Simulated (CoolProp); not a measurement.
Vapour-liquid equilibrium of R134a (1) + R123 (2) at 1.03 bar; x and y are mole fractions of (1).

Model: multi-fluid Helmholtz-energy mixture model, Tillner-Roth 1994 and Younglove 1994; pair parameters Bell 2016, in CoolProp.

```
x      bubble temperature (°C)  y at the bubble point  dew temperature at overall composition x (°C)  liquid density (mol/L)
-----  -----------------------  ---------------------  ---------------------------------------------  ----------------------
0.05                      18.8                  0.325                                           27.0                   9.777
0.125                      8.2                  0.589                                           24.9                   10.12
0.2                        0.6                  0.726                                           22.7                   10.42
0.275                     -4.9                  0.805                                           20.4                   10.70
0.35                      -9.0                  0.854                                           17.9                   10.97
0.425                    -12.3                  0.887                                           15.2                   11.24
0.5                      -14.9                  0.911                                           12.2                   11.50
0.575                    -17.0                  0.929                                            8.9                   11.77
0.65                     -18.9                  0.944                                            5.1                   12.04
0.725                    -20.5                  0.956                                            0.7                   12.32
0.8                      -22.0                  0.968                                           -4.5                   12.62
0.875                    -23.4                  0.980                                          -11.1                   12.92
0.95                     -24.8                  0.992                                          -19.7                   13.25
```

No azeotrope shows between x = 0.05 and 0.95.

The pair parameters rest on a limited set of measurements; away from them the model extrapolates.
